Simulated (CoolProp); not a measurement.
Vapour-liquid equilibrium of n-hexane (1) + cyclohexane (2) at 18.05 °C; x and y are mole fractions of (1).

The numbers come from the multi-fluid Helmholtz-energy mixture model, Thol 2019 and Zhou 2014; pair parameters Bell 2016 in CoolProp.

Q: Give the bubble pressure and the first vapour's composition at x = 0.05, 0.25, 0.85. Is there an azeotrope?

A: x = 0.05: 9.801 kPa, y = 0.085; x = 0.25: 11.11 kPa, y = 0.356; x = 0.85: 14.12 kPa, y = 0.891. No azeotrope shows between x = 0.05 and 0.95.

The pair parameters rest on a limited set of measurements; away from them the model extrapolates.
